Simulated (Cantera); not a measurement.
Input: 1 mol Fe2O3, 0.065 mol HCl, 0.015 mol O2, 0.82 mol Cl2, at 1050 °C and 0.133 bar.

Cantera equilibrium calculation (NASA polynomials, part measured and part estimated; ideal gas, pure solids and liquids). Candidate condensed phases: Fe, FeCl2, FeCl3, FeO, Fe(OH)2, Fe(OH)3, Fe2O3, Fe3O4, H2O; 22 gas species. Rates play no part.

What is the equilibrium state?


```json
{
 "x(Cl2)": "0.347",
 "x(O2)": "0.251",
 "x(FeCl3)": "0.221",
 "x(FeCl2)": "0.0933",
 "x(HCl)": "0.0621",
 "x(Cl)": "0.0245",
 "x(Fe2Cl6)": "0.000253",
 "x(Fe2Cl4)": "0.000205",
 "x(ClO)": "0.000142",
 "n(Fe2O3(s))": "0.835 mol",
 "gas_amount": "1.043 mol",
 "log10 activity of FeCl2(l) (absent)": "-1.94",
 "log10 activity of Fe(γ) (absent)": "-8.40",
 "log10 activity of Fe(OH)2(s) (absent)": "-11.96"
}
```
